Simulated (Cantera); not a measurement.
A closed system holds: 1 mol ZrO2, 2.1 mol H2, at 4.20 Torr.

Cantera equilibrium calculation (NASA polynomials, part measured and part estimated; ideal gas, pure solids and liquids). Candidate condensed phases: H2O, Zr, ZrO2; 12 gas species. Equilibrium is a limit: real reactors are often held back by kinetics, nucleation or transport. All values below are at 2048 K.

Base state: H2 0.971, H 0.0295 (mole fractions); condensed: ZrO2(tetragonal).

Task: What changes in the equilibrium state with this change: pressure from 4.20 Torr to 10.0 Torr?

Result: 
```tsv
species	before	after
H2	0.971	0.981
H	0.0295	0.0192
ZrO2(tetragonal), mol	1.000	1.000
```
